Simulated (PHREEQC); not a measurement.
Alkaline etch or developer: an equilibrium model

Solution (34 °C): 0.96 mmol/kgw TMAH and 2.2 mmol/kgw Na2SiO3. Closed to the air; pH follows from the charge balance.

Computed with PHREEQC (ion-association model, phreeqc.dat).

No solid was allowed to form.

**Question.** What pH, ionic strength does the model give?

**Answer.** pH 11.18; ionic strength 0.00541 mol/kgw.

**Question.** In which forms is Si present?

**Answer.** H3SiO4- 95 %, H4SiO4 2.9 %, H2SiO4-2 2.1 % of the Si.

Species that the database lacks are ignored. (CH3)4N+ isn't in the database: it is added as a free cation with an ion size of 4 Å.
